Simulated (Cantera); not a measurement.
An isothermal, constant-pressure homogeneous reactor starts with CH4 : H2 = 1 : 5.1 (molar parts), at 1250 K and 100.0 Torr. Integrator tolerance rtol = 1e-08.

Model: GRI-Mech 3.0 (53 species, 325 reactions), integrated in Cantera. GRI-Mech 3.0 stops at C3 and has no aromatics, soot or wall deposition, so with more carbon than oxygen in the feed, carbon stays in small species such as C2H2 where larger ones or solid carbon would form.

Problem. What does this change do: temperature 1250 to 1975 K?

Solution. 
```
quantity                                           before                                      after
----------------  ---------------------------------------  -----------------------------------------
x(CH4) at 200 s       0.157 (gas-phase equilibrium 0.148)  0.000557 (gas-phase equilibrium 0.000557)
x(H2) at 200 s        0.840 (gas-phase equilibrium 0.845)        0.926 (gas-phase equilibrium 0.926)
x(C2H4) at 200 s  0.00120 (gas-phase equilibrium 0.00278)    6.66e-5 (gas-phase equilibrium 6.66e-5)
x(CH3) at 200 s   3.49e-6 (gas-phase equilibrium 4.15e-6)    4.31e-5 (gas-phase equilibrium 4.32e-5)
x(C2H2) at 200 s  0.00182 (gas-phase equilibrium 0.00435)      0.0700 (gas-phase equilibrium 0.0700)
x(C2H) at 200 s   <1e-12 (gas-phase equilibrium 1.83e-12)    4.71e-6 (gas-phase equilibrium 4.71e-6)
x(C2H6) at 200 s  1.42e-5 (gas-phase equilibrium 2.68e-5)    4.62e-9 (gas-phase equilibrium 4.62e-9)
```

Problem. What does this change do: H2 5.1 to 0.96 parts?

Solution. 
```csv
quantity,before,after
x(CH4) at 200 s,0.157 (gas-phase equilibrium 0.148),0.459 (gas-phase equilibrium 0.309)
x(H2) at 200 s,0.840 (gas-phase equilibrium 0.845),0.523 (gas-phase equilibrium 0.621)
x(C2H4) at 200 s,0.00120 (gas-phase equilibrium 0.00278),0.00536 (gas-phase equilibrium 0.0225)
x(CH3) at 200 s,3.49e-6 (gas-phase equilibrium 4.15e-6),7.86e-6 (gas-phase equilibrium 1.01e-5)
x(C2H2) at 200 s,0.00182 (gas-phase equilibrium 0.00435),0.0123 (gas-phase equilibrium 0.0479)
x(C2H) at 200 s,<1e-12 (gas-phase equilibrium 1.83e-12),3.16e-12 (gas-phase equilibrium 2.36e-11)
x(C2H6) at 200 s,1.42e-5 (gas-phase equilibrium 2.68e-5),6.38e-5 (gas-phase equilibrium 0.000159)
```
